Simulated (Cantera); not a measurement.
Input: 1 mol TEOS, 3.3 mol O2, 7.1 mol N2, 1.5 mol H2O, held at 3.98 Torr.

Method: chemical equilibrium by Gibbs-energy minimisation in Cantera with the NASA 1993 tables (ideal gas, pure condensed phases). Candidate condensed phases: C, C6H6, C7H8, C8H18, H2O, Si, SiC, SiO2, Si2N2O, Si3N4; 151 gas species. The feed counts by its element totals alone. The tables hold silica as quartz up to 1696 K and as liquid above; real silica turns to tridymite and cristobalite and melts near 1996 K. Kinetics and transport are ignored.

Problem. Which condensed phases are stable at each of these points (T (°C)): 375, 475, 575, 675, 775, 875, 975, 1075, 1175, 1275, 1375?

Solution. 
```
T (°C)              condensed phases  Si condensed (%)
------  ----------------------------  ----------------
375     C(graphite) + SiO2(α-quartz)             100.0
475     C(graphite) + SiO2(α-quartz)             100.0
575                   SiO2(β-quartz)             100.0
675                   SiO2(β-quartz)             100.0
775                   SiO2(β-quartz)             100.0
875                   SiO2(β-quartz)             100.0
975                   SiO2(β-quartz)             100.0
1075                  SiO2(β-quartz)             100.0
1175                  SiO2(β-quartz)             100.0
1275                  SiO2(β-quartz)             100.0
1375                  SiO2(β-quartz)              99.8
```

From 375 °C to 475 °C the condensed part is C(graphite) + SiO2(α-quartz). From 575 °C to 1375 °C the condensed part is SiO2(β-quartz).
